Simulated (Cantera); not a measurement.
What does this Cantera script print?

```python
import numpy as np
import cantera as ct

gas_names = """
    AL ALBr ALBr3 ALH ALN AL2 AL2Br6 Br Br2 H HBr H2 N NH NH2 NH3 N2 N2H2 N2H4
""".split()
cond_names = """
    AL(cr) AL(L) ALBr3(s) ALBr3(L) ALN(s) Br2(cr) Br2(L)
""".split()


# ... load() reads the species with a 1 bar reference pressure and builds the phases ...
atoms = {
    'Al': {'AL': 1},
    'HBr': {'H': 1, 'Br': 1},
    'N2': {'N': 2},
}
top_T = {'ALN(s)': 2750}  # K; cautious upper limits of use, not melting points


# ... equilibrate(T, P, feed) seeds the gas with the atoms and calls Mixture.equilibrate('TP', solver="vcs", rtol=1e-11, max_steps=5000) ...
results = []
T = 1075  # K
P = 1333.22  # Pa
for m in [2.1, 3.4, 4.8, 6.1, 7.4, 8.7, 10, 11, 13, 14]:
    feed = {'Al': 1, 'HBr': m, 'N2': 8.3}  # mol
    mix = equilibrate(T, P, feed)
    results.append((T, P, feed, dict(zip(mix.species_names, mix.species_moles))))

top = {s: max(r[3][s] / sum(r[3][g] for g in gas_names) for r in results) for s in gas_names}
cols = sorted((s for s in top if top[s] > 0.001), key=lambda s: -top[s])[:6]
seen = [c for c in cond_names if any(r[3].get(c, 0) > 1e-12 for r in results)]
print("log10 of partial pressures in bar; condensed amounts in mol")
print(f"{'n(HBr)':>10s}" + "".join(f"{s[:9]:>10s}" for s in cols + seen))
for T, P, feed, n in results:
    ng = sum(n[g] for g in gas_names)
    print(f"{feed['HBr']:10.4g}" + "".join(f"{np.log10(max(n[s] / ng * P / 1e5, 1e-99)):10.3f}" for s in cols)
          + "".join(f"{n.get(c, 0):10.4g}" for c in seen))
```

Output:

```
log10 of partial pressures in bar; condensed amounts in mol
    n(HBr)        N2       HBr        H2     ALBr3    ALN(s)
       2.1    -1.965    -3.129    -2.982    -3.158    0.4839
       3.4    -2.009    -3.000    -2.817    -2.993    0.1471
       4.8    -2.056    -2.720    -2.799    -2.975         0
       6.1    -2.099    -2.527    -2.842    -3.018         0
       7.4    -2.138    -2.414    -2.881    -3.057         0
       8.7    -2.174    -2.337    -2.916    -3.093         0
        10    -2.206    -2.281    -2.949    -3.126         0
        11    -2.230    -2.246    -2.973    -3.149         0
        13    -2.274    -2.193    -3.016    -3.193         0
        14    -2.295    -2.172    -3.037    -3.214         0
```

Method: chemical equilibrium by Gibbs-energy minimisation in Cantera with the NASA 1993 tables (ideal gas, pure condensed phases).
